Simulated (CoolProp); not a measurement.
Octamethyltrisiloxane (MDM) at several states: fugacity coefficient from the reference equation and from simpler models built on Tc = 565.4 K, pc = 1.438 MPa, ω = 0.528; each cubic takes its own stable root.

Values from CoolProp's reference Helmholtz-energy equation of state, Thol 2017.

```
T (K)  p (MPa)   phase  reference  Redlich-Kwong  Peng-Robinson
-----  -------  ------  ---------  -------------  -------------
253.5     1.83  liquid   9.532e-6      0.0004526       1.488e-5
391.2   0.0123     gas     0.9885         0.9919         0.9895
431.5    0.093     gas     0.9400         0.9532         0.9409
```
